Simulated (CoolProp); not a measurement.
Vapour-liquid equilibrium of n-perfluorobutane (1) + R365MFC (2) at 352.2 K; x and y are mole fractions of (1).

Model: multi-fluid Helmholtz-energy mixture model, Gao 2022 and Lemmon 2016; pair parameters Bell 2016, in CoolProp.

**Question.** Give the bubble pressure and the first vapour's composition at x = 0.55, 0.75, 0.85. Is there an azeotrope?

**Answer.** x = 0.55: 0.9674 MPa, y = 0.729; x = 0.75: 1.059 MPa, y = 0.821; x = 0.85: 1.096 MPa, y = 0.881. No azeotrope shows between x = 0.05 and 0.95.

Pair parameters are fitted to limited data, so mixtures are less certain than the pure fluids.
